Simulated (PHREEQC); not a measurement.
**Metal-bearing waste water: an equilibrium model**

Make-up at 25 °C: 1.2 mmol/kgw Al2(SO4)3, 2.2 mmol/kgw ZnCl2 and 4.7 mmol/kgw NaCl. Closed to the air; pH follows from the charge balance.

Computed with PHREEQC (ion-association model, phreeqc.dat).

Each row changes one thing in this solution. This is a speciation only: nothing precipitates in the calculation.

```tsv
case	pH	ionic strength (mol/kgw)	Zn+2 (mol/kgw)	SO4-2 (mol/kgw)	AlSO4+ (mol/kgw)	Al+3 (mol/kgw)	SI of Gibbsite (Al(OH)3)	SI of Halite (NaCl)
as made	4.14	0.0196	0.00189	0.00186	0.00132	0.000951	+0.84	-6.06
Al2(SO4)3 from 0.0012 to 0.0018 mol/kgw	4.11	0.0226	0.00181	0.00260	0.00218	0.00122	+0.81	-6.07
NaCl from 0.0047 to 0.0235 mol/kgw	4.14	0.0395	0.00191	0.00203	0.00114	0.00113	+0.78	-4.91
temperature from 25 to 45 °C	3.88	0.0190	0.00184	0.00178	0.00137	0.000835	+1.02	-6.08
Al2(SO4)3 from 0.0012 to 0.012 mol/kgw	3.98	0.0615	0.00138	0.0121	0.0172	0.00380	+0.74	-6.14
NaCl from 0.0047 to 0.047 mol/kgw	4.13	0.0638	0.00191	0.00214	0.00100	0.00128	+0.74	-4.38
```

Some of these states are supersaturated (in Gibbsite (slow to form), for instance). At this temperature some constants are extrapolated from 25 °C, and those without enthalpy data are left unchanged.
